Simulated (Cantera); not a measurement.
An isothermal, constant-pressure homogeneous reactor starts with C₃H₈ : H₂ = 1 : 39 (molar parts), at 1023 K and 0.560 bar. Integrator tolerance rtol = 1e-08.

Detailed kinetics in Cantera: GRI-Mech 3.0 (53 species, 325 reactions). GRI-Mech 3.0 was tuned for natural gas; its chemistry of propane as a main component is partial and can be far from experiment. GRI-Mech 3.0 stops at C3 and has no aromatics, soot or wall deposition, so with more carbon than oxygen in the feed, carbon stays in small species such as C2H2 where larger ones or solid carbon would form.

```
quantity                                             before                                     after
-----------------  ----------------------------------------  ----------------------------------------
x(C₃H₈) at 10.0 s  1.74e-6 (gas-phase equilibrium 8.11e-11)    5.44e-8 (gas-phase equilibrium <1e-12)
x(H₂) at 10.0 s         0.948 (gas-phase equilibrium 0.925)       0.991 (gas-phase equilibrium 0.987)
x(CH₂) at 10.0 s      <1e-12 (gas-phase equilibrium <1e-12)     <1e-12 (gas-phase equilibrium <1e-12)
x(C₂H₂) at 10.0 s   7.04e-5 (gas-phase equilibrium 8.67e-9)  1.15e-5 (gas-phase equilibrium 2.15e-10)
x(C₂H) at 10.0 s      <1e-12 (gas-phase equilibrium <1e-12)     <1e-12 (gas-phase equilibrium <1e-12)
x(CH₄) at 10.0 s      0.0293 (gas-phase equilibrium 0.0750)    0.00524 (gas-phase equilibrium 0.0130)
x(C₂H₆) at 10.0 s    0.0109 (gas-phase equilibrium 1.31e-6)   0.00194 (gas-phase equilibrium 3.69e-8)
```

### Question
Name the change that produced these shifts.
(A) pressure from 0.560 bar to 100.0 Torr
(B) C3H8 1 to 3.7 parts
(C) C3H8 1 to 0.17 parts
(D) temperature 1023 to 1300 K

### Answer
C, C3H8 1 to 0.17 parts
